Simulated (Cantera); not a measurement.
Input: 1 mol AlN, 0.66 mol H₂O, 0.1 mol O₂, held at 848.15 K and 0.0133 bar.

Cantera equilibrium calculation (NASA polynomials, part measured and part estimated; ideal gas, pure solids and liquids). Candidate condensed phases: Al, AlN, Al₂O₃, H₂O; 35 gas species. Equilibrium is a limit: real reactors are often held back by kinetics, nucleation or transport.

Q: What is the equilibrium state?

A: 
- x(H₂) = 0.697
- x(N₂) = 0.303
- x(NH₃) = 8.06e-6
- n(AlN(s)) = 0.427 mol
- n(Al₂O₃(s)) = 0.287 mol
- gas amount = 0.9467 mol
- log10 activity of Al(s) (absent) = -12.89
